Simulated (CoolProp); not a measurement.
Vapour-liquid equilibrium of R125 (1) + R227EA (2) at 269.7 K; x and y are mole fractions of (1).

The numbers come from the multi-fluid Helmholtz-energy mixture model, Lemmon 2005 and Lemmon 2016; pair parameters Bell 2016 in CoolProp.

**Question.** Give the bubble pressure and the first vapour's composition at x = 0.2, 0.725, 0.8. Is there an azeotrope?

**Answer.** x = 0.2: 2.523 bar, y = 0.437; x = 0.725: 4.763 bar, y = 0.886; x = 0.8: 5.095 bar, y = 0.921. No azeotrope shows between x = 0.05 and 0.95.

The pair parameters rest on a limited set of measurements; away from them the model extrapolates.
